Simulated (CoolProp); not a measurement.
A simple Rankine cycle with water: condensing at 290.15 K, boiler at 9.84 MPa, turbine inlet 597.9 K, turbine efficiency 0.85, pump efficiency 0.7, no recuperator. Each further row changes one setting.

Computed with CoolProp (reference Helmholtz-energy equation of state, Wagner 2002).

| case | thermal efficiency (%) | net work (kJ/kg) | heat in (kJ/kg) | turbine exit temperature (K) | volume ratio over the turbine |
|---|---|---|---|---|---|
| as stated | 35.1 | 958 | 2730 | 290.1 | 2440 |
| turbine inlet 617.9 K | 35.4 | 998 | 2820 | 290.1 | 2280 |
| condensing temperature 282.15 K | 36.0 | 996 | 2770 | 282.2 | 3970 |
| boiler pressure 6.89 MPa | 34.4 | 983 | 2860 | 290.1 | 1580 |
| turbine efficiency 0.75 | 30.9 | 843 | 2730 | 290.1 | 2600 |

The expansion ends wet for: as stated; turbine inlet 617.9 K; condensing temperature 282.15 K; boiler pressure 6.89 MPa; turbine efficiency 0.75.
